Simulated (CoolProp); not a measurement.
R1123 along the isobar 5.15 bar: Z from the reference equation and from simpler models built on Tc = 331.7 K, pc = 45.49 bar, ω = 0.243; each cubic takes its own stable root.

The numbers come from the reference Helmholtz-energy equation of state, Akasaka 2020 in CoolProp.

| T (K) | phase | reference |
|---|---|---|
| 206 | liquid | 0.01809 |
| 210.8 | liquid | 0.01787 |
| 215.5 | liquid | 0.01767 |
| 220.2 | liquid | 0.01749 |
| 224.9 | liquid | 0.01732 |
| 229.7 | liquid | 0.01717 |
| 234.4 | liquid | 0.01704 |
| 239.1 | liquid | 0.01692 |
| 243.8 | liquid | 0.01682 |
| 248.6 | liquid | 0.01673 |
| 253.3 | gas | 0.8926 |
| 258 | gas | 0.8999 |
| 262.7 | gas | 0.9065 |
| 267.5 | gas | 0.9126 |

Q: How far does each simpler model (van der Waals, Redlich-Kwong, Soave-Redlich-Kwong, Peng-Robinson) lie from the reference over these 14 states: mean and median of the absolute difference, and the worst?

A: 
- van der Waals: mean 3350.2 %, median 5028.8 %, worst +5454.1 % at 248.6 K and 5.15 bar
- Redlich-Kwong: mean 763.5 %, median 13.4 %, worst +5317.8 % at 248.6 K and 5.15 bar
- Soave-Redlich-Kwong: mean 7.4 %, median 9.6 %, worst +10.8 % at 248.6 K and 5.15 bar
- Peng-Robinson: mean 2.1 %, median 2.7 %, worst -3.0 % at 215.5 K and 5.15 bar

At some of these states van der Waals, Redlich-Kwong gives the other phase, because its saturation line lies elsewhere.
